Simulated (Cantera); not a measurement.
An isothermal, constant-pressure homogeneous reactor starts with 4.57 % H2, 95.4 % O2, at 1423 K and 20.0 Torr.

Model: the H2/O2 subset of GRI-Mech 3.0, which has no nitrogen chemistry, integrated in Cantera. Radical loss at walls, strong at low pressure, is not modelled. The temperature is held fixed by assumption; the heat of reaction is taken as removed at once.

One state of this run: x H2 = 2.02e-7; x O2 = 0.953; x H2O = 0.0467; x OH = 9.90e-5; x H2O2 = 1.00e-9. x: mole fraction; the columns are a selection and need not sum to one.

### Question
Which value of t (s) does it belong to?
(A) 1.95
(B) 0.000200
(C) 0.525
(D) 7.25

### Answer
D, 7.25
